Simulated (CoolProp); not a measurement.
The fluid at 285.4 K and 0.121 MPa is throttled through a valve to 0.0515 MPa with no heat exchange. The same conditions are run with several fluids, on thermodynamics alone (safety and materials aside).

The numbers come from the reference Helmholtz-energy equation of state of each fluid (c-C4F8 (RC318): Platzer 1990; propane: Lemmon 2009; sulfur hexafluoride: Guder 2009; R115: Lemmon 2016; R124: de Vries 1995) in CoolProp. The equations of Platzer and Polt are older, rougher fits.

Problem. Rank c-C4F8 (RC318), propane, sulfur hexafluoride, R115, R124 by temperature change (K), highest first.

Solution. sulfur hexafluoride (-0.7), R115 (-1.1), c-C4F8 (RC318) (-1.3), propane (-1.4), R124 (-1.9)

| fluid | final density (kg/m³) |
|---|---|
| c-C4F8 (RC318) | 4.44 |
| propane | 0.971 |
| sulfur hexafluoride | 3.20 |
| R115 | 3.40 |
| R124 | 3.03 |
